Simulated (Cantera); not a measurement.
n-butane + CO2 + H2 (carbon deposition, reforming and gasification)

Charge: 1 mol n-butane, 0.29 mol CO2, 20 mol H2, equilibrated at 1025 K.

Equilibrium computed with Cantera from the NASA thermochemical tables; the gas is ideal and each condensed phase is pure. Candidate condensed phases: C, C6H6, C7H8, C8H18, H2O; 110 gas species. The ideal-gas law is rough above about 30 bar. Equilibrium is a limit: real reactors are often held back by kinetics, nucleation or transport.

| P (Pa) | log p H2 | log p CH4 | log p H2O | log p CO | log p CO2 | log p C2H6 | log p C2H4 | log p H | n C(graphite) |
|---|---|---|---|---|---|---|---|---|---|
| 10 | -4.01 | -9.15 | -10.23 | -5.64 | -11.75 | <-16 | -14.20 | -10.37 | 3.71 |
| 46 | -3.35 | -7.83 | -8.91 | -4.98 | -10.43 | <-15 | -12.87 | -10.03 | 3.71 |
| 220 | -2.67 | -6.47 | -7.55 | -4.30 | -9.07 | -13.93 | -11.51 | -9.69 | 3.71 |
| 1000 | -2.01 | -5.15 | -6.23 | -3.65 | -7.75 | -11.96 | -10.20 | -9.37 | 3.69 |
| 4600 | -1.35 | -3.83 | -4.91 | -2.99 | -6.43 | -9.97 | -8.88 | -9.04 | 3.64 |
| 22000 | -0.67 | -2.48 | -3.57 | -2.32 | -5.10 | -7.95 | -7.53 | -8.70 | 3.36 |
| 100000 | -0.04 | -1.21 | -2.33 | -1.72 | -3.89 | -6.04 | -6.26 | -8.38 | 2.35 |
| 460000 | 0.56 | -0.06 | -1.20 | -1.22 | -2.87 | -4.34 | -5.15 | -8.08 | 0 |
| 2200000 | 1.23 | 0.65 | -0.23 | -1.55 | -2.90 | -3.58 | -5.06 | -7.75 | 0 |
| 10000000 | 1.88 | 1.32 | 0.45 | -2.18 | -3.50 | -2.91 | -5.05 | -7.42 | 0 |
log p: log10 of the partial pressure in bar; n: condensed amount in mol.

From 10.0 Pa to 1.00 bar the condensed part is C(graphite). From 4.60 bar to 100 bar nothing is condensed. The main C-bearing gas is CO at 10.0 Pa and CH4 at 100 bar.
